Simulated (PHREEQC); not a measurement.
A solution holds 1.1 mol/kgw H2SO4, at 25 °C. Closed to the air; pH follows from the charge balance.

The numbers come from PHREEQC with the Pitzer model, pitzer.dat.

```json
{
  "pH": "-0.16",
  "ionic_strength": "1.63 mol/kgw",
  "activity_of_water": "0.957",
  "density": "1.062 g/cm³",
  "osmotic_coefficient": "0.982",
  "total_alkalinity": "-2200 meq/kg"
}
```

```csv
species,molality,activity,log γ
H+,1.36,1.44,0.024
HSO4-,0.837,0.603,-0.143
SO4-2,0.263,0.00439,-1.777
```

No solid was allowed to form. In brines, pH and single-ion activities rest on the MacInnes convention.
